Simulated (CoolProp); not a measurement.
A simple Rankine cycle with R11: condensing at 319.15 K, boiler at 1.35 MPa, turbine inlet 499 K, turbine efficiency 0.85, pump efficiency 0.8, no recuperator. Each further row changes one setting.

Values from CoolProp's reference Helmholtz-energy equation of state, Jacobsen 1992.

```json
[
 {"case": "as stated", "thermal efficiency (%)": "14.3", "net work (kJ/kg)": "(withheld)", "heat in (kJ/kg)": "282", "turbine exit temperature (K)": "425.9", "volume ratio over the turbine": "5.91"},
 {"case": "condensing temperature 311.15 K", "thermal efficiency (%)": "15.7", "net work (kJ/kg)": "45.4", "heat in (kJ/kg)": "289", "turbine exit temperature (K)": "417.5", "volume ratio over the turbine": "7.44"},
 {"case": "boiler pressure 0.945 MPa", "thermal efficiency (%)": "11.9", "net work (kJ/kg)": "33.9", "heat in (kJ/kg)": "(withheld)", "turbine exit temperature (K)": "440.6", "volume ratio over the turbine": "(withheld)"},
 {"case": "turbine efficiency 0.75", "thermal efficiency (%)": "12.6", "net work (kJ/kg)": "35.5", "heat in (kJ/kg)": "282", "turbine exit temperature (K)": "433.2", "volume ratio over the turbine": "6.01"}
]
```

What belongs in the gaps?


- as stated, net work (kJ/kg): 40.3
- boiler pressure 0.945 MPa, heat in (kJ/kg): 285
- boiler pressure 0.945 MPa, volume ratio over the turbine: 4.16
